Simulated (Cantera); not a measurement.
What does this Cantera script print?

```python
import numpy as np
import cantera as ct

gas_names = """
    C CH CH2 CH3 CH2OH CH3O CH4 CH3OH CO CO2 COOH C2 C2H CHCO,ketyl C2H2,acetylene C2H2,vinylidene
    CH2CO,ketene C2H3,vinyl CH3CO,acetyl C2H4 C2H4O,ethylen CH3CHO,ethanal CH3COOH (HCOOH)2 C2H5 C2H6
    CH3OCH3 C2H5OH C2O C3 C3H3,propargyl C3H4,allene C3H4,propyne C3H4,cyclo- C3H5,allyl C3H6,propylene
    C3H6,cyclo- C3H6O C3H7,n-propyl C3H7,i-propyl C3H8 C3H8O,1propanol C3H8O,2propanol C3O2 C4 C4H2
    C4H4,1,3-cyclo- C4H6,butadiene C4H6,2-butyne C4H6,cyclo- C4H8,1-butene C4H8,cis2-buten
    C4H8,tr2-butene C4H8,isobutene C4H8,cyclo- (CH3COOH)2 C4H9,n-butyl C4H9,i-butyl C4H9,s-butyl
    C4H9,t-butyl C4H10,isobutane C4H10,n-butane C5 C5H6,1,3cyclo- C5H8,cyclo- C5H10,1-pentene
    C5H10,cyclo- C5H11,pentyl C5H11,t-pentyl C5H12,n-pentane C5H12,i-pentane CH3C(CH3)2CH3 C6H2
    C6H5,phenyl C6H5O,phenoxy C6H6 C6H5OH,phenol C6H10,cyclo- C6H12,1-hexene C6H12,cyclo- C6H13,n-hexyl
    C7H7,benzyl C7H8 C7H8O,cresol C7H14,1-heptene C7H15,n-heptyl C7H16,n-heptane C8H8,styrene
    C8H10,ethylbenz C8H16,1-octene C8H17,n-octyl C8H18,isooctane C8H18,n-octane C9H19,n-nonyl
    C10H8,naphthale C10H21,n-decyl C12H9,o-bipheny C12H10,bipheny H HCO HO2 H2 HCHO,formaldehy HCOOH H2O
    H2O2 O OH O2 O3 Si SiC SiC2 SiC4H12 SiH SiH2 SiH3 SiH4 SiO SiO2 Si2 Si2C Si3
""".split()
cond_names = """
    C(gr) C6H6(L) C7H8(L) C8H18(L),n-octa H2O(s) H2O(L) Si(cr) Si(L) SiC(b) SiO2(Lqz) SiO2(hqz) SiO2(L)
""".split()


def load(file, names, dense=False):
    # The tables refer to 1 bar. Condensed volumes are neglected.
    table = {s.name: s for s in ct.Species.list_from_file(file)}
    out = []
    for n in names:
        d = dict(table[n].input_data)
        d["thermo"] = dict(d["thermo"], **{"reference-pressure": 1e5})
        if dense:
            d["equation-of-state"] = {"model": "constant-volume", "density": "1e6 g/cm^3"}
        out.append(ct.Species.from_dict(d))
    return out


gas = ct.Solution(thermo="ideal-gas", species=load("nasa_gas.yaml", gas_names))
cond = {s.name: ct.Solution(thermo="fixed-stoichiometry", species=[s], name=s.name)
        for s in load("nasa_condensed.yaml", cond_names, dense=True)}
atoms = {
    'TEOS': {'Si': 1, 'C': 8, 'H': 20, 'O': 4},
    'O2': {'O': 2},
    'H2': {'H': 2},
}
top_T = {'C(gr)': 4500, 'SiC(b)': 3050}  # K; cautious upper limits of use, not melting points


def equilibrate(T, P, feed):
    n = {}
    for name, mol in feed.items():
        for a, k in atoms[name].items():
            n[a] = n.get(a, 0.0) + k * mol
    gas.TPX = T, P, n
    mass = sum(n.values()) * gas.mean_molecular_weight
    gas.equilibrate("TP")
    valid = [c for c in cond.values() if c.min_temp <= T <= top_T.get(c.name, c.max_temp)]
    mix = ct.Mixture([(gas, mass / gas.mean_molecular_weight)] + [(c, 0.0) for c in valid])
    mix.T, mix.P = T, P
    mix.equilibrate("TP", solver="vcs", rtol=1e-11, max_steps=5000)
    return mix


results = []
feed = {'TEOS': 1, 'O2': 14, 'H2': 81}  # mol
T = 1598.15  # K
P = 2200  # Pa
mix = equilibrate(T, P, feed)
results.append((T, P, feed, dict(zip(mix.species_names, mix.species_moles))))
x = sorted(zip(gas.X, gas.species_names), reverse=True)
print(f"T = {T:g} K  P = {P:g} Pa  gas = {mix.phase_moles(0):.4g} mol")
print("   x: " + "  ".join(f"{s} {v:.3e}" for v, s in x if v > 0.0001))
print("   condensed (mol): " + ("  ".join(f"{mix.phase(i).name} {mix.phase_moles(i):.4g}"
      for i in range(1, mix.n_phases) if mix.phase_moles(i) > 1e-12) or "none"))
```

It prints:

```
T = 1598.15 K  P = 2200 Pa  gas = 99.02 mol
   x: H2 7.042e-01  H2O 2.147e-01  CO 7.334e-02  CO2 7.460e-03  H 3.016e-04
   condensed (mol): SiO2(hqz) 0.9996
```

These are equilibrium values from Cantera (NASA tables, ideal gas, pure condensed phases), not measurements of a reactor. The feed counts by its element totals alone. The tables hold silica as quartz up to 1696 K and as liquid above; real silica turns to tridymite and cristobalite and melts near 1996 K.
